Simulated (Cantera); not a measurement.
An adiabatic, constant-volume homogeneous reactor starts with CO : H2 : CH4 : O2 : N2 = 1 : 0.061 : 0.45 : 1.3 : 4.29 (molar parts), at 1725 K and 11.0 bar. Integrator tolerance rtol = 1e-08.

Computed with Cantera and GRI-Mech 3.0 (53 species, 325 reactions). Above 3000 K some thermodynamic fits are extrapolated.

**Question.** What does this change do: initial temperature 1725 to 1500 K?

**Answer.** 
```json
[
 {"quantity": "time of steepest temperature rise", "before": "16.1 µs", "after": "85.4 µs"},
 {"quantity": "temperature at 0.900 s", "before": "3241 K", "after": "3180 K"},
 {"quantity": "equilibrium temperature", "before": "3241 K", "after": "3180 K"},
 {"quantity": "x(CO) at 0.900 s", "before": "0.105 (gas-phase equilibrium 0.105)", "after": "0.0966 (gas-phase equilibrium 0.0966)"},
 {"quantity": "x(H2) at 0.900 s", "before": "0.0142 (gas-phase equilibrium 0.0142)", "after": "0.0126 (gas-phase equilibrium 0.0126)"},
 {"quantity": "x(CH4) at 0.900 s", "before": "<1e-12 (gas-phase equilibrium <1e-12)", "after": "<1e-12 (gas-phase equilibrium <1e-12)"},
 {"quantity": "x(CH3) at 0.900 s", "before": "3.05e-12 (gas-phase equilibrium 3.93e-12)", "after": "2.33e-12 (gas-phase equilibrium 2.97e-12)"},
 {"quantity": "x(NO) at 0.900 s", "before": "0.0184 (gas-phase equilibrium 0.0184)", "after": "0.0163 (gas-phase equilibrium 0.0163)"}
]
```

**Question.** What does this change do: initial temperature 1725 to 1200 K?

**Answer.** 
```csv
quantity,before,after
time of steepest temperature rise,16.1 µs,1.57 ms
temperature at 0.900 s,3241 K,3097 K
equilibrium temperature,3241 K,3097 K
x(CO) at 0.900 s,0.105 (gas-phase equilibrium 0.105),0.0845 (gas-phase equilibrium 0.0845)
x(H2) at 0.900 s,0.0142 (gas-phase equilibrium 0.0142),0.0105 (gas-phase equilibrium 0.0105)
x(CH4) at 0.900 s,<1e-12 (gas-phase equilibrium <1e-12),<1e-12 (gas-phase equilibrium <1e-12)
x(CH3) at 0.900 s,3.05e-12 (gas-phase equilibrium 3.93e-12),1.63e-12 (gas-phase equilibrium 2.06e-12)
x(NO) at 0.900 s,0.0184 (gas-phase equilibrium 0.0184),0.0134 (gas-phase equilibrium 0.0134)
```

**Question.** What does this change do: CH4 0.45 to 0.17 parts?

**Answer.** 
```json
[
 {"quantity": "time of steepest temperature rise", "before": "16.1 µs", "after": "7.15 µs"},
 {"quantity": "temperature at 0.900 s", "before": "3241 K", "after": "3068 K"},
 {"quantity": "equilibrium temperature", "before": "3241 K", "after": "3068 K"},
 {"quantity": "x(CO) at 0.900 s", "before": "0.105 (gas-phase equilibrium 0.105)", "after": "0.0486 (gas-phase equilibrium 0.0486)"},
 {"quantity": "x(H2) at 0.900 s", "before": "0.0142 (gas-phase equilibrium 0.0142)", "after": "0.00246 (gas-phase equilibrium 0.00246)"},
 {"quantity": "x(CH4) at 0.900 s", "before": "<1e-12 (gas-phase equilibrium <1e-12)", "after": "<1e-12 (gas-phase equilibrium <1e-12)"},
 {"quantity": "x(CH3) at 0.900 s", "before": "3.05e-12 (gas-phase equilibrium 3.93e-12)", "after": "<1e-12 (gas-phase equilibrium <1e-12)"},
 {"quantity": "x(NO) at 0.900 s", "before": "0.0184 (gas-phase equilibrium 0.0184)", "after": "0.0271 (gas-phase equilibrium 0.0271)"}
]
```
